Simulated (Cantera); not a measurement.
An adiabatic, constant-pressure homogeneous reactor starts with CH₄ : O₂ : N₂ = 1 : 2.99 : 11.2 (molar parts), equivalence ratio 0.67, at 1600 K and 0.395 atm. Integrator tolerance rtol = 1e-08.

Model: GRI-Mech 3.0 (53 species, 325 reactions), integrated in Cantera.

Question: What does this change do: 1.1 parts H2O added?

Answer: 
```json
[
 {"quantity": "time of steepest temperature rise", "before": "0.934 ms", "after": "0.977 ms"},
 {"quantity": "temperature at 0.500 s", "before": "2575 K", "after": "2515 K"},
 {"quantity": "equilibrium temperature", "before": "2575 K", "after": "2515 K"},
 {"quantity": "x(CH₄) at 0.500 s", "before": "<1e-12 (gas-phase equilibrium <1e-12)", "after": "<1e-12 (gas-phase equilibrium <1e-12)"},
 {"quantity": "x(O₂) at 0.500 s", "before": "0.0609 (gas-phase equilibrium 0.0609)", "after": "0.0572 (gas-phase equilibrium 0.0572)"},
 {"quantity": "x(CH₃) at 0.500 s", "before": "<1e-12 (gas-phase equilibrium <1e-12)", "after": "<1e-12 (gas-phase equilibrium <1e-12)"},
 {"quantity": "x(CO₂) at 0.500 s", "before": "0.0476 (gas-phase equilibrium 0.0476)", "after": "0.0475 (gas-phase equilibrium 0.0475)"},
 {"quantity": "x(OH) at 0.500 s", "before": "0.0178 (gas-phase equilibrium 0.0178)", "after": "0.0179 (gas-phase equilibrium 0.0179)"}
]
```
